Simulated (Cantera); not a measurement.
## Thermodynamics of sublimation and decomposition of ceramics, feed AlN + C + N2

A closed system holds: 1 mol AlN, 0.038 mol C, 0.13 mol N2, at 67.0 Pa.

These are equilibrium values from Cantera (NASA tables, ideal gas, pure condensed phases), not measurements of a reactor. Candidate condensed phases: Al, AlN, C; 16 gas species. Rates play no part.

| T (K) | x N2 | x Al | x CN | x C3 | x C | n AlN(s) | n C(graphite) |
|---|---|---|---|---|---|---|---|
| 1775 | 0.990 | 0.00960 | 7.90e-7 | 7.88e-11 | 1.92e-10 | 0.999 | 0.0380 |
| 1875 | 0.901 | 0.0991 | 3.63e-6 | 1.54e-9 | 2.57e-9 | 0.985 | 0.0380 |
| 1975 | 0.387 | 0.613 | 9.75e-6 | 2.22e-8 | 2.63e-8 | 0 | 0.0380 |
| 2075 | 0.386 | 0.613 | 3.48e-5 | 2.45e-7 | 2.16e-7 | 0 | 0.0379 |
| 2175 | 0.386 | 0.613 | 0.000111 | 2.16e-6 | 1.45e-6 | 0 | 0.0378 |
| 2275 | 0.386 | 0.613 | 0.000317 | 1.56e-5 | 8.28e-6 | 0 | 0.0374 |
| 2375 | 0.386 | 0.613 | 0.000829 | 9.54e-5 | 4.07e-5 | 0 | 0.0360 |
| 2475 | 0.385 | 0.612 | 0.00200 | 0.000501 | 0.000176 | 0 | 0.0317 |
x: gas mole fraction; n: condensed amount in mol.

From 1775 K to 1875 K the condensed part is AlN(s) + C(graphite). From 1975 K to 2475 K the condensed part is C(graphite). The main Al-bearing gas is Al throughout.
